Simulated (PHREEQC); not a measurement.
A solution holds 19 mmol/kgw CaCl2, 2.3 mmol/kgw K2SO4 and 1.3 mmol/kgw KBr, at 35 °C. Closed to the air; pH follows from the charge balance.

The numbers come from PHREEQC with the Pitzer model, pitzer.dat.

Task: The ionic strength comes out as 0.0652 mol/kgw. What activity coefficients do Ca+2, SO4-2, Cl-, Br-, K+ get?

Result: Ca+2 0.41, SO4-2 0.25, Cl- 0.80, Br- 0.81, K+ 0.80. Single-ion values are on the MacInnes scale.

Precipitation was switched off in this run. Complexes and solids missing from the database can't appear.
